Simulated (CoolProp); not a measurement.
Vapour-liquid equilibrium of R22 (1) + R134a (2) at 211.3 K; x and y are mole fractions of (1).

Computed with CoolProp (multi-fluid Helmholtz-energy mixture model, Kamei 1995 and Tillner-Roth 1994; pair parameters Bell 2016).

```csv
x,bubble pressure (kPa),y at the bubble point,dew pressure at overall composition x (kPa),liquid density (mol/L)
0.05,15.44,0.132,14.57,14.60
0.125,17.34,0.285,15.36,14.76
0.2,19.11,0.402,16.24,14.92
0.275,20.75,0.497,17.21,15.09
0.35,22.30,0.575,18.28,15.26
0.425,23.77,0.643,19.48,15.43
0.5,25.18,0.702,20.81,15.62
0.575,26.54,0.755,22.30,15.80
0.65,27.85,0.804,23.95,16.00
0.725,29.14,0.849,25.76,16.20
0.8,30.40,0.892,27.75,16.40
0.875,31.64,0.934,29.88,16.62
0.95,32.88,0.974,32.14,16.84
```

No azeotrope shows between x = 0.05 and 0.95.

The pair parameters rest on a limited set of measurements; away from them the model extrapolates.
